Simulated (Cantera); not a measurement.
Nitride etching: BN + O2 + N2

Charge: 1 mol BN, 1.4 mol O2, 1.1 mol N2, equilibrated at 0.188 Torr.

These are equilibrium values from Cantera (NASA tables, ideal gas, pure condensed phases), not measurements of a reactor. Candidate condensed phases: B, BN, B2O3; 17 gas species. Rates play no part.

| T (K) | x N2 | x O2 | x B2O3 | x BO2 | x NO | x O | x BO | x NO2 | n B2O3(l) |
|---|---|---|---|---|---|---|---|---|---|
| 1173 | 0.711 | 0.289 | 1.49e-5 | 2.55e-6 | 0.000176 | 4.75e-7 | <1e-12 | 6.33e-8 | 0.500 |
| 1223 | 0.711 | 0.289 | 7.69e-5 | 1.02e-5 | 0.000259 | 1.37e-6 | 5.87e-12 | 7.30e-8 | 0.500 |
| 1273 | 0.711 | 0.289 | 0.000347 | 3.67e-5 | 0.000368 | 3.65e-6 | 6.18e-11 | 8.32e-8 | 0.499 |
| 1323 | 0.710 | 0.288 | 0.00139 | 0.000119 | 0.000510 | 9.03e-6 | 5.43e-10 | 9.37e-8 | 0.497 |
| 1373 | 0.707 | 0.287 | 0.00501 | 0.000354 | 0.000687 | 2.09e-5 | 4.07e-9 | 1.04e-7 | 0.488 |
| 1423 | 0.698 | 0.283 | 0.0164 | 0.000969 | 0.000900 | 4.53e-5 | 2.64e-8 | 1.14e-7 | 0.461 |
| 1473 | 0.674 | 0.273 | 0.0494 | 0.00246 | 0.00113 | 9.22e-5 | 1.51e-7 | 1.19e-7 | 0.380 |
| 1523 | 0.609 | 0.246 | 0.138 | 0.00576 | 0.00130 | 0.000173 | 7.85e-7 | 1.12e-7 | 0.131 |
| 1573 | 0.580 | 0.233 | 0.177 | 0.00904 | 0.00155 | 0.000319 | 2.54e-6 | 1.12e-7 | 0 |
x: gas mole fraction; n: condensed amount in mol.

From 1173 K to 1523 K the condensed part is B2O3(l). At 1573 K nothing is condensed. The main B-bearing gas is B2O3 throughout.
